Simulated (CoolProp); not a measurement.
Vapour-liquid equilibrium of propylene (1) + propane (2) at 0.111 bar; x and y are mole fractions of (1).

Model: multi-fluid Helmholtz-energy mixture model, Lemmon 2013 and Lemmon 2009; pair parameters Bell 2016, in CoolProp.

Task: Give the bubble temperature and the first vapour's composition at x = 0.275, 0.725, 0.95. Is there an azeotrope?

Result: x = 0.275: -84.2 °C, y = 0.354; x = 0.725: -86.1 °C, y = 0.768; x = 0.95: -86.6 °C, y = 0.957. No azeotrope shows between x = 0.05 and 0.95.

Pair parameters are fitted to limited data, so mixtures are less certain than the pure fluids.
